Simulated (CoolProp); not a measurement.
Propylene at 293.15 K and 0.682 MPa is compressed adiabatically to 1.17 MPa with isentropic efficiency 0.6. Each further row changes one setting.

Model: reference Helmholtz-energy equation of state, Lemmon 2013, in CoolProp.

| case | work (kJ/kg) | final temperature (K) | final density (kg/m³) |
|---|---|---|---|
| as stated | 47.1 | 327.8 | 20.9 |
| efficiency 1 | 28.3 | 317.8 | 22.0 |
| efficiency 0.65 | 43.5 | 325.9 | 21.1 |
